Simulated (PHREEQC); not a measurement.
## Brine: an equilibrium model

Make-up at 10 °C: 3.3 mol CaCl2 and 0.0063 mol K2SO4 per kg of water. Closed to the air; pH follows from the charge balance.

Model: Pitzer model, pitzer.dat, run in PHREEQC.

This is a speciation only: nothing precipitates in the calculation.

Question: Predict the activity of water, osmotic coefficient, density.

Answer: activity of water 0.709; osmotic coefficient 1.921; density 1.259 g/cm³.

Saturation is exceeded, for instance for Gypsum; the values hold only as long as no solid forms. Constants without temperature data keep their 25 °C values here.
